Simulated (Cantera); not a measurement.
What does this Cantera script print?

```python
import numpy as np
import cantera as ct

gas_names = """
    Electron H H+ H- HO2 H2 H2+ H2- H2O H2O+ H2O2 H2S H2SO4 H3O+ O O+ O- OH OH+ OH- O2 O2+ O2- O3 S S+
    S- SH SO SO2 SO3 S2 S2O S8
""".split()
cond_names = """
    H2O(s) H2O(L) H2SO4(L) S(cr1) S(cr2) S(L)
""".split()


# ... load() reads the species with a 1 bar reference pressure and builds the phases ...
atoms = {
    'H2S': {'H': 2, 'S': 1},
    'SO2': {'S': 1, 'O': 2},
    'H2': {'H': 2},
}
top_T = {}  # K; cautious upper limits of use, not melting points


# ... equilibrate(T, P, feed) seeds the gas with the atoms and calls Mixture.equilibrate('TP', solver="vcs", rtol=1e-11, max_steps=5000) ...
results = []
feed = {'H2S': 1, 'SO2': 0.15, 'H2': 11}  # mol
P = 69000  # Pa
for T in [2000, 2250, 2500, 2750, 3000, 3250, 3500, 3750, 4000, 4250, 4500, 4750, 5000]:
    mix = equilibrate(T, P, feed)
    results.append((T, P, feed, dict(zip(mix.species_names, mix.species_moles))))
    x = sorted(zip(gas.X, gas.species_names), reverse=True)
    print(f"T = {T:g} K  P = {P:g} Pa  gas = {mix.phase_moles(0):.4g} mol")
    print("   x: " + "  ".join(f"{s} {v:.3e}" for v, s in x if v > 0.0001))
    print("   condensed (mol): " + ("  ".join(f"{mix.phase(i).name} {mix.phase_moles(i):.4g}"
          for i in range(1, mix.n_phases) if mix.phase_moles(i) > 1e-12) or "none"))
```

Output:

```
T = 2000 K  P = 69000 Pa  gas = 12.26 mol
   x: H2 8.952e-01  H2S 5.431e-02  H2O 2.438e-02  S2 1.530e-02  SH 8.365e-03  H 1.852e-03  S 4.736e-04
   condensed (mol): none
T = 2250 K  P = 69000 Pa  gas = 12.43 mol
   x: H2 8.953e-01  H2S 3.399e-02  H2O 2.376e-02  S2 2.008e-02  SH 1.569e-02  H 8.460e-03  S 2.328e-03  SO 3.012e-04
   condensed (mol): none
T = 2500 K  P = 69000 Pa  gas = 12.68 mol
   x: H2 8.778e-01  H 2.836e-02  SH 2.276e-02  H2O 2.264e-02  H2S 2.035e-02  S2 1.967e-02  S 7.399e-03  SO 8.093e-04  OH 1.516e-04
   condensed (mol): none
T = 2750 K  P = 69000 Pa  gas = 13.12 mol
   x: H2 8.314e-01  H 7.509e-02  SH 2.692e-02  H2O 2.066e-02  S 1.698e-02  S2 1.532e-02  H2S 1.146e-02  SO 1.596e-03  OH 5.012e-04
   condensed (mol): none
T = 3000 K  P = 69000 Pa  gas = 13.91 mol
   x: H2 7.437e-01  H 1.639e-01  S 2.956e-02  SH 2.603e-02  H2O 1.761e-02  S2 9.422e-03  H2S 5.787e-03  SO 2.403e-03  OH 1.289e-03  O 1.741e-04
   condensed (mol): none
T = 3250 K  P = 69000 Pa  gas = 15.21 mol
   x: H2 6.103e-01  H 3.019e-01  S 4.051e-02  SH 2.055e-02  H2O 1.341e-02  S2 4.581e-03  SO 2.813e-03  OH 2.630e-03  H2S 2.507e-03  O 7.757e-04
   condensed (mol): none
T = 3500 K  P = 69000 Pa  gas = 17.13 mol
   x: H 4.744e-01  H2 4.454e-01  S 4.631e-02  SH 1.359e-02  H2O 8.295e-03  OH 4.069e-03  SO 2.539e-03  O 2.525e-03  S2 1.877e-03  H2S 9.224e-04
   condensed (mol): none
T = 3750 K  P = 69000 Pa  gas = 19.47 mol
   x: H 6.436e-01  H2 2.844e-01  S 4.765e-02  SH 7.954e-03  O 5.618e-03  OH 4.345e-03  H2O 3.669e-03  SO 1.700e-03  S2 7.262e-04  H2S 2.978e-04
   condensed (mol): none
T = 4000 K  P = 69000 Pa  gas = 21.69 mol
   x: H 7.723e-01  H2 1.620e-01  S 4.707e-02  O 8.563e-03  SH 4.397e-03  OH 3.197e-03  H2O 1.147e-03  SO 8.720e-04  S2 2.932e-04
   condensed (mol): none
T = 4250 K  P = 69000 Pa  gas = 23.3 mol
   x: H 8.515e-01  H2 8.677e-02  S 4.624e-02  O 1.026e-02  SH 2.424e-03  OH 1.888e-03  SO 3.968e-04  H2O 2.990e-04  S2 1.298e-04
   condensed (mol): none
T = 4500 K  P = 69000 Pa  gas = 24.26 mol
   x: H 8.943e-01  H2 4.616e-02  S 4.570e-02  O 1.105e-02  SH 1.377e-03  OH 1.042e-03  SO 1.811e-04
   condensed (mol): none
T = 4750 K  P = 69000 Pa  gas = 24.79 mol
   x: H 9.164e-01  S 4.540e-02  H2 2.522e-02  O 1.141e-02  SH 8.167e-04  OH 5.799e-04
   condensed (mol): none
T = 5000 K  P = 69000 Pa  gas = 25.07 mol
   x: H 9.278e-01  S 4.525e-02  H2 1.436e-02  O 1.158e-02  SH 5.059e-04  OH 3.338e-04
   condensed (mol): none
```

Cantera equilibrium calculation (NASA polynomials, part measured and part estimated; ideal gas, pure solids and liquids).
